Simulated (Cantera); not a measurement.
## Adiabatic ignition

An adiabatic, constant-volume homogeneous reactor starts with 5.42 % CH₄, 0.488 % H₂, 18.8 % O₂, 70.5 % N₂, 4.82 % H₂O, at 1750 K and 100000 Pa.

Detailed kinetics in Cantera: GRI-Mech 3.0 (53 species, 325 reactions).

```
t (s)     T (K)  P (bar)   x CH₄     x H₂    x O₂     x CH₃   x H₂O₂       x H     x CH₂
--------  -----  -------  ------  -------  ------  --------  -------  --------  --------
5.00e-6    1750    1.000  0.0542  0.00488   0.188   2.31e-5  7.01e-8   5.38e-7  1.69e-10
1.40e-5    1750    1.000  0.0541  0.00489   0.188   8.29e-5  1.82e-7   8.99e-7   1.40e-9
3.89e-5    1750    1.000  0.0537  0.00490   0.188  0.000382  4.14e-7   3.23e-6   2.53e-8
0.000109   1911     1.10  0.0300   0.0138   0.166   0.00441  1.04e-5  0.000506   2.15e-5
0.000303   2741     1.60  <1e-12  0.00694  0.0755    <1e-12  5.36e-7   0.00444    <1e-12
0.000847   2736     1.60  <1e-12  0.00687  0.0733    <1e-12  5.28e-7   0.00431    <1e-12
0.00236    2727     1.59  <1e-12  0.00680  0.0699    <1e-12  5.08e-7   0.00414    <1e-12
0.00659    2723     1.59  <1e-12  0.00677  0.0684    <1e-12  5.00e-7   0.00407    <1e-12
0.0184     2722     1.59  <1e-12  0.00677  0.0683    <1e-12  4.99e-7   0.00407    <1e-12
0.0514     2722     1.59  <1e-12  0.00677  0.0683    <1e-12  4.99e-7   0.00407    <1e-12
0.143      2722     1.59  <1e-12  0.00677  0.0683    <1e-12  4.99e-7   0.00407    <1e-12
0.400      2722     1.59  <1e-12  0.00677  0.0683    <1e-12  4.99e-7   0.00407    <1e-12
```
x: mole fraction; the columns are a selection and need not sum to one.

```json
{
 "time_of_steepest_temperature_rise": "0.116 ms",
 "temperature at 0.400 s": "2722 K",
 "equilibrium_temperature": "2722 K",
 "x(CH₄) at 0.400 s": "<1e-12 (gas-phase equilibrium <1e-12)",
 "x(H₂) at 0.400 s": "0.00677 (gas-phase equilibrium 0.00677)",
 "x(O₂) at 0.400 s": "0.0683 (gas-phase equilibrium 0.0683)"
}
```
